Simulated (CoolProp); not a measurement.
Toluene along the isobar 3630 kPa: density (kg/m³) from the reference equation and from simpler models built on Tc = 318.6 °C, pc = 4126 kPa, ω = 0.266; each cubic takes its own stable root.

Computed with CoolProp (reference Helmholtz-energy equation of state, Lemmon 2006). It is a short technical equation, of lower accuracy than the large ones.

```json
[
 {"T (°C)": "125.95", "phase": "liquid", "reference": "768.5", "Redlich-Kwong": "666.8", "Soave-Redlich-Kwong": "690.5"},
 {"T (°C)": "144.35", "phase": "liquid", "reference": "749.4", "Redlich-Kwong": "647.6", "Soave-Redlich-Kwong": "672.3"},
 {"T (°C)": "162.75", "phase": "liquid", "reference": "729.4", "Redlich-Kwong": "627.2", "Soave-Redlich-Kwong": "652.6"},
 {"T (°C)": "181.15", "phase": "liquid", "reference": "708.4", "Redlich-Kwong": "605.3", "Soave-Redlich-Kwong": "631.1"},
 {"T (°C)": "199.55", "phase": "liquid", "reference": "686.0", "Redlich-Kwong": "581.6", "Soave-Redlich-Kwong": "607.5"},
 {"T (°C)": "217.95", "phase": "liquid", "reference": "661.8", "Redlich-Kwong": "555.6", "Soave-Redlich-Kwong": "581.3"},
 {"T (°C)": "236.45", "phase": "liquid", "reference": "635.1", "Redlich-Kwong": "526.7", "Soave-Redlich-Kwong": "551.5"},
 {"T (°C)": "254.85", "phase": "liquid", "reference": "604.9", "Redlich-Kwong": "493.8", "Soave-Redlich-Kwong": "517.4"},
 {"T (°C)": "273.25", "phase": "liquid", "reference": "568.8", "Redlich-Kwong": "454.5", "Soave-Redlich-Kwong": "476.2"},
 {"T (°C)": "291.65", "phase": "liquid", "reference": "521.2", "Redlich-Kwong": "402.4", "Soave-Redlich-Kwong": "421.7"},
 {"T (°C)": "310.05", "phase": "gas", "reference": "149.0", "Redlich-Kwong": "131.2", "Soave-Redlich-Kwong": "134.3"},
 {"T (°C)": "328.45", "phase": "gas", "reference": "112.9", "Redlich-Kwong": "108.4", "Soave-Redlich-Kwong": "107.3"},
 {"T (°C)": "346.85", "phase": "gas", "reference": "98.26", "Redlich-Kwong": "96.55", "Soave-Redlich-Kwong": "94.62"}
]
```
